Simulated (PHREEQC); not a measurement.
Solution (25 °C): 0.0195 mol/kgw HF, 0.00014 mol/kgw NH4F, 0.03 mol/kgw (NH4)2SiF6 and 0.075 mol/kgw HCl. Closed to the air; pH follows from the charge balance.

Computed with PHREEQC (ion-association model, wateq4f.dat).

**Question.** The ionic strength comes out as 0.165 mol/kgw. What activity coefficients do SiF6-2, F-, H+, HF2-, NH4+ get?

**Answer.** SiF6-2 0.32, F- 0.72, H+ 0.81, HF2- 0.72, NH4+ 0.76.

Precipitation was switched off in this run. SiF6-2 is the database's only silicon fluoride.
